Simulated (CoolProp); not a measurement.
Saturated liquid density (kg/m³) of water: the reference equation beside estimates from Tc = 373.9 °C, pc = 22060 kPa, ω = 0.344. Rackett uses Z = 0.29056 − 0.08775 ω.

The numbers come from the reference Helmholtz-energy equation of state, Wagner 2002 in CoolProp.

| T (°C) | reference | Rackett | van der Waals | Redlich-Kwong | Soave-Redlich-Kwong | Peng-Robinson |
|---|---|---|---|---|---|---|
| 175.75 | 891.5 | 740.9 | 424.0 | 615.4 | 649.5 | 735.0 |
| 179.55 | 887.5 | 737.0 | 421.8 | 611.6 | 646.0 | 731.1 |
| 183.35 | 883.4 | 733.0 | 419.7 | 607.8 | 642.3 | 727.1 |
| 187.25 | 879.1 | 729.0 | 417.4 | 603.8 | 638.5 | 723.0 |
| 191.05 | 874.9 | 724.9 | 415.2 | 599.8 | 634.8 | 718.8 |
| 194.85 | 870.6 | 720.9 | 413.0 | 595.8 | 631.0 | 714.6 |
| 198.75 | 866.1 | 716.7 | 410.6 | 591.7 | 627.0 | 710.3 |
| 202.55 | 861.7 | 712.6 | 408.3 | 587.5 | 623.0 | 705.9 |
| 206.35 | 857.1 | 708.4 | 406.0 | 583.4 | 619.0 | 701.5 |

Absolute difference from the reference over all 9 rows, mean and median: Rackett 17.1 and 17.1 %, van der Waals 52.5 and 52.5 %, Redlich-Kwong 31.4 and 31.4 %, Soave-Redlich-Kwong 27.5 and 27.4 %, Peng-Robinson 17.8 and 17.8 %.
